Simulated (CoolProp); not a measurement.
A single-stage vapour-compression cycle with sulfur dioxide: evaporating at 329.15 K (dew point), condensing at 374.15 K (bubble point), superheat 0 K, subcooling 2 K, compressor efficiency 0.85, no pressure losses. Each further row changes one setting.

Computed with CoolProp (reference Helmholtz-energy equation of state, Gao 2016).

```json
[
 {"case": "as stated", "cooling COP": "5.05", "pressure ratio": "2.86", "discharge temperature (K)": "419.7", "refrigerating effect (kJ/kg)": "255", "volumetric capacity (kJ/m³)": "6790"},
 {"case": "evaporating temperature 334.15 K", "cooling COP": "5.87", "pressure ratio": "2.51", "discharge temperature (K)": "413.5", "refrigerating effect (kJ/kg)": "256", "volumetric capacity (kJ/m³)": "7770"},
 {"case": "condensing temperature 369.15 K", "cooling COP": "___", "pressure ratio": "2.58", "discharge temperature (K)": "409.9", "refrigerating effect (kJ/kg)": "263", "volumetric capacity (kJ/m³)": "7010"},
 {"case": "subcooling 7 K", "cooling COP": "___", "pressure ratio": "2.86", "discharge temperature (K)": "419.7", "refrigerating effect (kJ/kg)": "264", "volumetric capacity (kJ/m³)": "7010"},
 {"case": "superheat 10 K", "cooling COP": "4.98", "pressure ratio": "2.86", "discharge temperature (K)": "___", "refrigerating effect (kJ/kg)": "264", "volumetric capacity (kJ/m³)": "6690"},
 {"case": "compressor efficiency 0.75", "cooling COP": "4.46", "pressure ratio": "2.86", "discharge temperature (K)": "427.1", "refrigerating effect (kJ/kg)": "255", "volumetric capacity (kJ/m³)": "6790"}
]
```

Task: Complete the blanks.

Result: 
- condensing temperature 369.15 K, cooling COP: 5.84
- subcooling 7 K, cooling COP: 5.22
- superheat 10 K, discharge temperature (K): 431.9
